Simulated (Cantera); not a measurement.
**N2O furnace oxynitridation**

A perfectly stirred reactor is fed with N2O : N2 = 1 : 0.1 (molar parts), at 0.987 atm; it is held at 1025 K, and followed from long to short residence time.

Model: GRI-Mech 3.0 (53 species, 325 reactions), integrated in Cantera. GRI-Mech 3.0 was tuned for natural gas; its chemistry of N2O as a main component is partial and can be far from experiment. The mechanism lacks the step 2 NO + O2 → 2 NO2, which can matter for NO2 below about 1400 K. The temperature is held fixed by assumption; the heat of reaction is taken as removed at once.

| τ (s) | x N2O | x N2 | x NO | x O | x NO2 |
|---|---|---|---|---|---|
| 11 | 0.771 | 0.179 | 0.00410 | 6.23e-8 | 6.44e-5 |
| 3.0 | 0.865 | 0.119 | 0.00135 | 6.67e-8 | 1.98e-5 |
| 0.81 | 0.897 | 0.0988 | 0.000386 | 6.81e-8 | 4.60e-6 |
| 0.22 | 0.906 | 0.0931 | 0.000107 | 6.85e-8 | 7.53e-7 |
| 0.058 | 0.908 | 0.0915 | 2.84e-5 | 6.86e-8 | 7.79e-8 |
| 0.016 | 0.909 | 0.0911 | 7.86e-6 | 6.86e-8 | 6.77e-9 |
| 0.0042 | 0.909 | 0.0910 | 2.06e-6 | 6.84e-8 | 4.84e-10 |
x: mole fraction; the columns are a selection and need not sum to one.
